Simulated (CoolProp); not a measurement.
A single-stage vapour-compression cycle with R125: evaporating at 242.15 K (dew point), condensing at 291.15 K (bubble point), superheat 8 K, subcooling 5 K, compressor efficiency 0.6, no pressure losses. Each further row changes one setting.

The numbers come from the reference Helmholtz-energy equation of state, Lemmon 2005 in CoolProp.

| case | cooling COP | pressure ratio | discharge temperature (K) | refrigerating effect (kJ/kg) | volumetric capacity (kJ/m³) |
|---|---|---|---|---|---|
| as stated | 2.31 | 5.21 | 320.5 | 106 | 1440 |
| evaporating temperature 247.15 K | 2.70 | 4.26 | 317.6 | 109 | 1790 |
| condensing temperature 286.15 K | 2.68 | 4.53 | 314.3 | 113 | 1520 |
| subcooling 10 K | 2.45 | 5.21 | 320.5 | 113 | 1520 |
| superheat 18 K | 2.35 | 5.21 | 331.3 | 114 | 1470 |
| compressor efficiency 0.5 | 1.93 | 5.21 | 330.3 | 106 | 1440 |
